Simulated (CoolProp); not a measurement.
The fluid at 387.87 K and 0.491 MPa (gas) is heated at constant pressure to 495.3 K. The same conditions are run with several fluids, on thermodynamics alone (safety and materials aside).

Model: reference Helmholtz-energy equation of state of each fluid (cyclopentane: Gedanitz 2015; R365MFC: Lemmon 2016; carbonyl sulfide: Lemmon 2006), in CoolProp.

**Question.** Rank cyclopentane, R365MFC, carbonyl sulfide by heat (kJ/kg), highest first.

**Answer.** cyclopentane (209), R365MFC (136), carbonyl sulfide (85.9)

| fluid | final density (kg/m³) |
|---|---|
| cyclopentane | 8.74 |
| R365MFC | 18.5 |
| carbonyl sulfide | 7.24 |
